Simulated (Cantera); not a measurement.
A perfectly stirred reactor is fed with H2 : O2 : N2 = 1.5 : 1 : 3.9 (molar parts), equivalence ratio 0.75, at 0.133 bar; it is held at 1175 K, and followed from long to short residence time.

Computed with Cantera and GRI-Mech 3.0 (53 species, 325 reactions). The temperature is held fixed by assumption; the heat of reaction is taken as removed at once.

What does this change do: H2 1.5 to 12 parts?


```csv
quantity,before,after
x(H2) at τ = 1.30 s,0.000508,0.626
x(O2) at τ = 1.30 s,0.0444,6.47e-5
x(N2O) at τ = 1.30 s,7.64e-8,<1e-12
x(O) at τ = 1.30 s,9.61e-5,1.27e-7
x(OH) at τ = 1.30 s,0.000389,4.60e-6
x(H2) at τ = 43.0 ms,0.00443,0.616
x(O2) at τ = 43.0 ms,0.0460,0.000377
x(N2O) at τ = 43.0 ms,2.84e-8,5.33e-12
x(O) at τ = 43.0 ms,0.000923,3.81e-6
x(OH) at τ = 43.0 ms,0.00124,2.51e-5
```

What does this change do: H2 1.5 to 0.56 parts?


```tsv
quantity	before	after
x(H2) at τ = 1.30 s	0.000508	0.000145
x(O2) at τ = 1.30 s	0.0444	0.139
x(N2O) at τ = 1.30 s	7.64e-8	1.55e-7
x(O) at τ = 1.30 s	9.61e-5	0.000110
x(OH) at τ = 1.30 s	0.000389	0.000269
x(H2) at τ = 43.0 ms	0.00443	0.00125
x(O2) at τ = 43.0 ms	0.0460	0.139
x(N2O) at τ = 43.0 ms	2.84e-8	6.72e-8
x(O) at τ = 43.0 ms	0.000923	0.00104
x(OH) at τ = 43.0 ms	0.00124	0.000872
```

What does this change do: pressure from 0.133 bar to 0.780 bar?


| quantity | before | after |
|---|---|---|
| x(H2) at τ = 1.30 s | 0.000508 | 0.000263 |
| x(O2) at τ = 1.30 s | 0.0444 | 0.0443 |
| x(N2O) at τ = 1.30 s | 7.64e-8 | 4.63e-7 |
| x(O) at τ = 1.30 s | 9.61e-5 | 4.87e-6 |
| x(OH) at τ = 1.30 s | 0.000389 | 6.01e-5 |
| x(H2) at τ = 43.0 ms | 0.00443 | 0.00205 |
| x(O2) at τ = 43.0 ms | 0.0460 | 0.0451 |
| x(N2O) at τ = 43.0 ms | 2.84e-8 | 2.75e-7 |
| x(O) at τ = 43.0 ms | 0.000923 | 7.10e-5 |
| x(OH) at τ = 43.0 ms | 0.00124 | 0.000228 |
